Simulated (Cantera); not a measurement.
Input (Python, Cantera):

```python
import numpy as np
import cantera as ct

gas = ct.Solution("gri30.yaml")
gas.TPX = 1073, 1300000, {'CH4': 1, 'O2': 1.11, 'N2': 4.18}
reactor = ct.IdealGasReactor(gas, energy="on", clone=False)
net = ct.ReactorNet([reactor])
net.rtol, net.atol = 1e-08, 1e-16
show = ['CH4', 'O2', 'NO', 'HCN', 'H']
times = np.geomspace(7e-06, 8, 13)

steps = ct.SolutionArray(gas, extra=["t"])
rows = []
print(f"{'t/s':>10s}{'T/K':>9s}{'P/Pa':>11s}" + "".join(f"{s:>11s}" for s in show))
for t in times:
    while net.time < t:
        t_next = net.step()
        steps.append(gas.state, t=t_next)
    rows.append([np.interp(t, steps.t, y) for y in (steps.T, steps.P, *steps(*show).X.T)])
    print(f"{t:10.3e}{rows[-1][0]:9.1f}{rows[-1][1]:11.4g}" + "".join(f"{x:11.3e}" for x in rows[-1][2:]))
rate = np.gradient(steps.T, steps.t)
print("integrator steps:", len(steps.t))
if steps.T.max() > steps.T[0] + 200:
    print(f"time of steepest temperature rise: {steps.t[rate.argmax()]:.4e} s")
gas.TPX = 1073, 1300000, {'CH4': 1, 'O2': 1.11, 'N2': 4.18}
gas.equilibrate("UV")
print(f"equilibrium (UV): T = {gas.T:.1f} K  " + "  ".join(f"{s} {gas[s].X[0]:.3e}" for s in show))
```

Output:

```
       t/s      T/K       P/Pa        CH4         O2         NO        HCN          H
 7.000e-06   1073.0    1.3e+06  1.590e-01  1.765e-01  9.778e-24  3.710e-27  1.653e-13
 2.238e-05   1073.0    1.3e+06  1.590e-01  1.765e-01  1.037e-22  3.931e-26  5.492e-13
 7.158e-05   1073.0    1.3e+06  1.590e-01  1.765e-01  1.178e-21  4.564e-25  2.439e-12
 2.289e-04   1073.0    1.3e+06  1.590e-01  1.765e-01  1.686e-20  7.137e-24  1.546e-11
 7.319e-04   1073.0    1.3e+06  1.590e-01  1.765e-01  3.122e-19  1.579e-22  6.734e-11
 2.340e-03   1073.2    1.3e+06  1.589e-01  1.764e-01  2.416e-18  1.342e-21  1.132e-10
 7.483e-03   1074.1  1.301e+06  1.588e-01  1.763e-01  1.724e-17  1.167e-20  3.485e-10
 2.393e-02   1154.3  1.401e+06  1.489e-01  1.675e-01  5.161e-14  4.697e-16  1.377e-07
 7.652e-02   2638.1  3.655e+06  4.279e-09  4.630e-06  1.171e-04  2.123e-06  2.670e-03
 2.447e-01   2638.1  3.655e+06  4.279e-09  4.630e-06  1.171e-04  2.123e-06  2.670e-03
 7.824e-01   2638.1  3.655e+06  4.279e-09  4.630e-06  1.171e-04  2.123e-06  2.670e-03
 2.502e+00   2638.1  3.655e+06  4.279e-09  4.630e-06  1.171e-04  2.123e-06  2.670e-03
 8.000e+00   2638.1  3.655e+06  4.279e-09  4.630e-06  1.171e-04  2.123e-06  2.670e-03
integrator steps: 2482
time of steepest temperature rise: 2.4520e-02 s
equilibrium (UV): T = 2638.1 K  CH4 4.761e-09  O2 4.630e-06  NO 1.171e-04  HCN 2.123e-06  H 2.670e-03
```

Cantera simulation using GRI-Mech 3.0 (53 species, 325 reactions); the numbers are that mechanism's predictions, not measurements. The pressure lies above the range GRI-Mech 3.0 was tuned for (to about 10 atm).
